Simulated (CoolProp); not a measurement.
Model: reference Helmholtz-energy equation of state, Lemmon 2004, in CoolProp. It is a short technical equation, of lower accuracy than the large ones.

Question: Give the vapour pressure (MPa), liquid density (kg/m³), enthalpy of vaporisation (kJ/kg), surface tension (mN/m) of saturated n-dodecane at 130.35, 294.55 °C.

Answer: 
| T (°C) | p (MPa) | liquid density (kg/m³) | enthalpy of vaporisation (kJ/kg) | surface tension (mN/m) |
|---|---|---|---|---|
| 130.35 | 0.00744 | 667 | 305 | 16.1 |
| 294.55 | 0.483 | 510 | 198 | 4.71 |

Surface tension comes from a separate correlation (Mulero 2012).
